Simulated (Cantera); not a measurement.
Diamond growth

A diamond (100) surface in a fixed gas of H2 with x(CH4) = 0.011, x(CH3) = 0.0011, at 1350 K, 120 Torr; coverages are run to steady state.

Cantera simulation using the Harris–Goodwin 1993 mechanism for the reconstructed diamond (100) surface; the numbers are that mechanism's predictions, not measurements.

```tsv
x(H)	growth (µm/h)	θ c6HH	θ c6H*	θ c6*H	θ c6**	θ c6HM
0.0001	0.863	0.683	0.0283	0.279	0.00321	0.00109
0.00022	3.33	0.560	0.0387	0.382	0.00814	0.00158
0.00048	9.03	0.467	0.0463	0.456	0.0166	0.00206
0.0011	19.3	0.406	0.0508	0.501	0.0286	0.00253
0.0023	31.6	0.377	0.0528	0.520	0.0390	0.00284
0.0051	49.1	0.360	0.0538	0.529	0.0475	0.00297
0.011	73.9	0.353	0.0544	0.533	0.0525	0.00283
0.024	111	0.349	0.0551	0.535	0.0553	0.00240
0.053	160	0.348	0.0562	0.535	0.0570	0.00176
```
θ: site fractions in the mechanism's names (c6HH fully hydrogenated, c6H* and c6*H radical sites, c6** diradical, c6HM methylated).
